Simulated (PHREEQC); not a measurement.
Model water analysis in mg/kgw, 15 °C, pH 3.47, pe 10:

```
constituent  mg/kgw
-----------  ------
Na              205
K              82.4
Ca              319
Mg             17.9
Cl             35.8
S(6) as SO4    2660
Zn             55.2
Fe(3)          5.31
```

Valence states are taken as typed.

Model: ion-association model, phreeqc.dat, run in PHREEQC.

The ionic strength comes out as 0.0626 mol/kgw. What activity coefficients do H+, Zn(SO4)2-2, SO4-2, HSO4-, FeSO4+ get?

H+ 0.85, Zn(SO4)2-2 0.43, SO4-2 0.44, HSO4- 0.81, FeSO4+ 0.81.

This is a speciation only: nothing precipitates in the calculation. The solution is supersaturated, for example in Jarosite-K, Hematite (slow to form), so a real one may precipitate; this is no full list. Species that the database lacks are ignored.
